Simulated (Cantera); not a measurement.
What does this Cantera script print?

```python
import numpy as np
import cantera as ct

gas_names = """
    H H2 N NH NH2 NH3 N2 N2H2 N2H4 Si SiH SiH2 SiH3 SiH4 SiN Si2 Si2N Si3
""".split()
cond_names = """
    Si(cr) Si(L) Si3N4(a)
""".split()


def load(file, names, dense=False):
    # The tables refer to 1 bar. Condensed volumes are neglected.
    table = {s.name: s for s in ct.Species.list_from_file(file)}
    out = []
    for n in names:
        d = dict(table[n].input_data)
        d["thermo"] = dict(d["thermo"], **{"reference-pressure": 1e5})
        if dense:
            d["equation-of-state"] = {"model": "constant-volume", "density": "1e6 g/cm^3"}
        out.append(ct.Species.from_dict(d))
    return out


gas = ct.Solution(thermo="ideal-gas", species=load("nasa_gas.yaml", gas_names))
cond = {s.name: ct.Solution(thermo="fixed-stoichiometry", species=[s], name=s.name)
        for s in load("nasa_condensed.yaml", cond_names, dense=True)}
atoms = {
    'Si3N4': {'Si': 3, 'N': 4},
    'H2': {'H': 2},
}
top_T = {'Si3N4(a)': 2400}  # K; cautious upper limits of use, not melting points


def equilibrate(T, P, feed):
    n = {}
    for name, mol in feed.items():
        for a, k in atoms[name].items():
            n[a] = n.get(a, 0.0) + k * mol
    gas.TPX = T, P, n
    mass = sum(n.values()) * gas.mean_molecular_weight
    gas.equilibrate("TP")
    valid = [c for c in cond.values() if c.min_temp <= T <= top_T.get(c.name, c.max_temp)]
    mix = ct.Mixture([(gas, mass / gas.mean_molecular_weight)] + [(c, 0.0) for c in valid])
    mix.T, mix.P = T, P
    mix.equilibrate("TP", solver="vcs", rtol=1e-11, max_steps=5000)
    return mix


results = []
P = 10  # Pa
for T in [750, 900, 1050, 1200, 1350, 1500, 1650, 1800, 1950, 2100]:
    for m in [1, 1.8, 3.1, 5.3, 9.1, 16, 27, 46, 80]:
        feed = {'Si3N4': 1, 'H2': m}  # mol
        mix = equilibrate(T, P, feed)
        results.append((T, P, feed, dict(zip(mix.species_names, mix.species_moles))))

for T, P, feed, n in results:
    print(f"{T:7g} {feed['H2']:10.4g}  " + (" + ".join(c for c in cond_names if n.get(c, 0) > 1e-12) or "gas only"))
```

It prints:

```
    750          1  Si3N4(a)
    750        1.8  Si3N4(a)
    750        3.1  Si3N4(a)
    750        5.3  Si3N4(a)
    750        9.1  Si3N4(a)
    750         16  Si3N4(a)
    750         27  Si3N4(a)
    750         46  Si3N4(a)
    750         80  Si3N4(a)
    900          1  Si(cr) + Si3N4(a)
    900        1.8  Si(cr) + Si3N4(a)
    900        3.1  Si(cr) + Si3N4(a)
    900        5.3  Si(cr) + Si3N4(a)
    900        9.1  Si(cr) + Si3N4(a)
    900         16  Si(cr) + Si3N4(a)
    900         27  Si(cr) + Si3N4(a)
    900         46  Si(cr) + Si3N4(a)
    900         80  Si(cr) + Si3N4(a)
   1050          1  Si(cr) + Si3N4(a)
   1050        1.8  Si(cr) + Si3N4(a)
   1050        3.1  Si(cr) + Si3N4(a)
   1050        5.3  Si(cr) + Si3N4(a)
   1050        9.1  Si(cr) + Si3N4(a)
   1050         16  Si(cr) + Si3N4(a)
   1050         27  Si(cr) + Si3N4(a)
   1050         46  Si(cr) + Si3N4(a)
   1050         80  Si(cr) + Si3N4(a)
   1200          1  Si(cr) + Si3N4(a)
   1200        1.8  Si(cr) + Si3N4(a)
   1200        3.1  Si(cr) + Si3N4(a)
   1200        5.3  Si(cr) + Si3N4(a)
   1200        9.1  Si(cr) + Si3N4(a)
   1200         16  Si(cr) + Si3N4(a)
   1200         27  Si(cr) + Si3N4(a)
   1200         46  Si(cr) + Si3N4(a)
   1200         80  Si(cr) + Si3N4(a)
   1350          1  Si(cr) + Si3N4(a)
   1350        1.8  Si(cr) + Si3N4(a)
   1350        3.1  Si(cr) + Si3N4(a)
   1350        5.3  Si(cr) + Si3N4(a)
   1350        9.1  Si(cr) + Si3N4(a)
   1350         16  Si(cr) + Si3N4(a)
   1350         27  Si(cr) + Si3N4(a)
   1350         46  Si(cr) + Si3N4(a)
   1350         80  Si(cr) + Si3N4(a)
   1500          1  Si(cr) + Si3N4(a)
   1500        1.8  Si(cr) + Si3N4(a)
   1500        3.1  Si(cr)
   1500        5.3  Si(cr)
   1500        9.1  Si(cr)
   1500         16  Si(cr)
   1500         27  Si(cr)
   1500         46  Si(cr)
   1500         80  Si(cr)
   1650          1  Si(cr)
   1650        1.8  Si(cr)
   1650        3.1  Si(cr)
   1650        5.3  Si(cr)
   1650        9.1  Si(cr)
   1650         16  Si(cr)
   1650         27  Si(cr)
   1650         46  Si(cr)
   1650         80  Si(cr)
   1800          1  Si(L)
   1800        1.8  Si(L)
   1800        3.1  Si(L)
   1800        5.3  Si(L)
   1800        9.1  Si(L)
   1800         16  Si(L)
   1800         27  Si(L)
   1800         46  Si(L)
   1800         80  Si(L)
   1950          1  Si(L)
   1950        1.8  Si(L)
   1950        3.1  Si(L)
   1950        5.3  Si(L)
   1950        9.1  gas only
   1950         16  gas only
   1950         27  gas only
   1950         46  gas only
   1950         80  gas only
   2100          1  gas only
   2100        1.8  gas only
   2100        3.1  gas only
   2100        5.3  gas only
   2100        9.1  gas only
   2100         16  gas only
   2100         27  gas only
   2100         46  gas only
   2100         80  gas only
```

Cantera equilibrium calculation (NASA polynomials, part measured and part estimated; ideal gas, pure solids and liquids). Mutual solubility and eutectic melting of coexisting phases are not modelled.
